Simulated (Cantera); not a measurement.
Feed: 1 mol CsOH, 0.066 mol H2, 0.06 mol H2O, equilibrated at 53.0 mbar.

Cantera equilibrium calculation (NASA polynomials, part measured and part estimated; ideal gas, pure solids and liquids). Candidate condensed phases: Cs, CsOH, H2O; 15 gas species. The numbers say what is thermodynamically allowed, not how fast it happens. All values below are at 1777 °C.

Base state: CsOH 0.615, H2O 0.183, Cs 0.175, O2 0.0176, OH 0.00394, H2 0.00250, CsO 0.000852, O 0.000561 (mole fractions); condensed: gas only.

**Question.** What changes in the equilibrium state with this change: H2 from 0.066 to 0.14 mol?

**Answer.** 
| species | before | after |
|---|---|---|
| CsOH | 0.615 | 0.536 |
| H2O | 0.183 | 0.242 |
| Cs | 0.175 | 0.207 |
| O2 | 0.0176 | 0.00299 |
| H2 | 0.00250 | 0.00803 |
| O | 0.000561 | 0.000231 |
| CsO | 0.000852 | 0.000414 |
| H | 0.000493 | 0.000883 |
